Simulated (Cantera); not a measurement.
A closed system holds: 1 mol SiCl4, 0.058 mol HCl, 59 mol H2, equilibrated at 10000 Pa.

These are equilibrium values from Cantera (NASA tables, ideal gas, pure condensed phases), not measurements of a reactor. Candidate condensed phases: Si; 19 gas species. Kinetics and transport are ignored.

Over these rows the condensed part is Si(s). Partial pressures as log10 of bar:

| T (K) | 1000/T (1/K) | log p SiCl4 | log p H2 | log p HCl |
|---|---|---|---|---|
| 1248 | 0.8013 | -3.72 | -1.02 | -2.38 |
| 1298 | 0.7704 | -4.02 | -1.02 | -2.34 |
| 1348 | 0.7418 | ? | -1.02 | -2.32 |
| 1398 | 0.7153 | -4.70 | -1.03 | -2.32 |
| 1448 | 0.6906 | -5.05 | -1.03 | -2.31 |
| 1498 | 0.6676 | -5.38 | -1.03 | -2.31 |

Question: Fit log p(SiCl4) = a + b·(1000/T) to the five rows, give the apparent enthalpy, and predict the row at 1348 K.

Answer: Means: 1000/T = 0.7290, log p = -4.574. Sxy = 0.154173, Sxx = 0.0123735, so b = 12.46 and a = -4.574 − (12.46)×0.7290 = -13.66.
Apparent enthalpy: −19.145 × (12.46) = -239 kJ/mol. With the condensed phases at unit activity, Si(s) + 4 HCl(g) = SiCl4(g) + 2 H2(g) links this pressure to the main gases: over the six rows their terms move log p by +0.30 in all, so the slope isn't that reaction's ΔH° alone. The five rows lie within 0.05 of the line.
Prediction at 1348 K: -13.66 + (12.46)×0.7418 = -4.42. The computed value is -4.35, 0.07 from the line.
